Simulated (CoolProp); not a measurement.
Vapour-liquid equilibrium of R113 (1) + acetone (2) at 0.563 MPa; x and y are mole fractions of (1).

The numbers come from the multi-fluid Helmholtz-energy mixture model, Marx 1992 and Lemmon 2006; pair parameters Bell 2016 in CoolProp.

Give the bubble temperature and the first vapour's composition at x = 0.05, 0.5, 0.8. Is there an azeotrope?

x = 0.05: 387.8 K, y = 0.090; x = 0.5: 379.1 K, y = 0.535; x = 0.8: 379.8 K, y = 0.756. y crosses x between x = 0.5 and 0.65: the model has an azeotrope there.

Pair parameters are fitted to limited data, so mixtures are less certain than the pure fluids.
